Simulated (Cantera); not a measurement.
A closed system holds: 1 mol Cr2O3, 100 mol H2, 0.43 mol H2O, equilibrated at 1.33 mbar.

Cantera equilibrium calculation (NASA polynomials, part measured and part estimated; ideal gas, pure solids and liquids). Candidate condensed phases: Cr, Cr2O3, H2O; 13 gas species. Equilibrium is a limit: real reactors are often held back by kinetics, nucleation or transport.

Problem. Which condensed phases are stable at each of these points (T (°C)): 825, 900, 975, 1050, 1125, 1200, 1275, 1350, 1425, 1500, 1575, 1650, 1725?

Solution. 
```csv
T (°C),condensed phases,Cr condensed (%)
825,Cr2O3(s),100.0
900,Cr2O3(s),100.0
975,Cr2O3(s),100.0
1050,Cr2O3(s),100.0
1125,Cr2O3(s),100.0
1200,Cr2O3(s),99.9
1275,Cr2O3(s),98.8
1350,Cr2O3(s),93.9
1425,Cr2O3(s),81.1
1500,Cr2O3(s),55.8
1575,Cr2O3(s),10.7
1650,gas only,0.0
1725,gas only,0.0
```

From 825 °C to 1575 °C the condensed part is Cr2O3(s). From 1650 °C to 1725 °C nothing is condensed.
